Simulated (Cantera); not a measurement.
Predominance diagram of Ca at 1225 K against the partial pressures of O2 and Br2 (log10, bar). Standard-state values (1 bar) from the NASA 1993 polynomials, evaluated with Cantera. Candidates: Ca(l), CaBr2(l), CaO(s). Only these pure phases compete in this equilibrium. Not in the tables: oxide halides.

Question: Which phase is stable at these pairs, and which metal-bearing vapour leads over it? (-21.3, -4.2); (-24.4, -11); (-21.3, -10.2); (-19.8, -3.4); (-13.7, -1.7); (-10.7, -3.4); (-18.3, -5.9)

Answer: 
```csv
log p(O2),log p(Br2),phase,chief vapour,log p (bar)
-21.3,-4.2,CaBr2(l),CaBr2,-4.0
-24.4,-11,CaBr2(l),CaBr2,-4.0
-21.3,-10.2,CaBr2(l),CaBr2,-4.0
-19.8,-3.4,CaBr2(l),CaBr2,-4.0
-13.7,-1.7,CaBr2(l),CaBr2,-4.0
-10.7,-3.4,CaBr2(l),CaBr2,-4.0
-18.3,-5.9,CaBr2(l),CaBr2,-4.0
```
